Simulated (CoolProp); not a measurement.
Nitrogen along the isobar 3080 kPa: fugacity coefficient from the reference equation and from simpler models built on Tc = 126.2 K, pc = 3396 kPa, ω = 0.037; each cubic takes its own stable root.

Model: reference Helmholtz-energy equation of state, Span 2000, in CoolProp.

```tsv
T (K)	phase	reference
124.8	gas	0.6910
131.1	gas	0.7392
137.4	gas	0.7759
143.7	gas	0.8057
150	gas	0.8305
156.3	gas	0.8515
162.6	gas	0.8695
169	gas	0.8852
175.3	gas	0.8987
181.6	gas	0.9104
187.9	gas	0.9207
194.2	gas	0.9298
200.5	gas	0.9378
206.8	gas	0.9450
213.1	gas	0.9513
```

How far does each simpler model (Soave-Redlich-Kwong, Peng-Robinson) lie from the reference over these 15 states: mean and median of the absolute difference, and the worst?


- Soave-Redlich-Kwong: mean 0.3 %, median 0.2 %, worst -0.5 % at 131.1 K and 3080 kPa
- Peng-Robinson: mean 2.5 %, median 2.4 %, worst -3.6 % at 124.8 K and 3080 kPa
